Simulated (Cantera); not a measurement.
Mixture: CO : H2 : CH4 : O2 : N2 : H2O = 1 : 1 : 0.28 : 2.89 : 10.9 : 1.7 (molar parts), equivalence ratio 0.54, at 0.987 atm, adiabatic and at constant pressure. Ignition delay is the time to a rise of 400 K.

Model: GRI-Mech 3.0 (53 species, 325 reactions), integrated in Cantera. Below about 1000 K GRI-Mech 3.0 lacks low-temperature oxidation paths. Where the delays flatten at high temperature, the 400 K rule measures the pace of heat release, not the induction time.

Problem. What does this change do: CH4 0.28 to 0.55 parts?

Solution. 
```
quantity           before     after
---------------  --------  --------
delay at 975 K    14.7 ms   15.0 ms
delay at 1075 K  0.826 ms   1.64 ms
delay at 1175 K  0.214 ms  0.498 ms
delay at 1275 K  0.103 ms  0.212 ms
delay at 1375 K   65.8 µs  0.111 ms
delay at 1475 K   49.6 µs   67.5 µs
delay at 1575 K   41.8 µs   45.3 µs
```

Problem. What does this change do: constant volume in place of constant pressure?

Solution. 
```csv
quantity,before,after
delay at 975 K,14.7 ms,13.5 ms
delay at 1075 K,0.826 ms,0.763 ms
delay at 1175 K,0.214 ms,0.198 ms
delay at 1275 K,0.103 ms,92.7 µs
delay at 1375 K,65.8 µs,56.1 µs
delay at 1475 K,49.6 µs,39.6 µs
delay at 1575 K,41.8 µs,31.0 µs
```
